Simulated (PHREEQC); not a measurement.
Consider water at 25 °C with 0.029 mol/kgw Li2SO4, 4.1e-05 mol/kgw LiNO3 and 9.3e-05 mol/kgw MnCl2. Closed to the air; pH follows from the charge balance.

Equilibrium calculation in PHREEQC: ion-association model, phreeqc.dat.

No solid was allowed to form.

Problem. Order these S species by the share of S that they hold, largest first: LiSO4-, SO4-2, MnSO4.

Solution. SO4-2 (91 %), LiSO4- (8.9 %), MnSO4 (0.14 %)

The pH is 7.13 and the ionic strength 0.0820 mol/kgw.
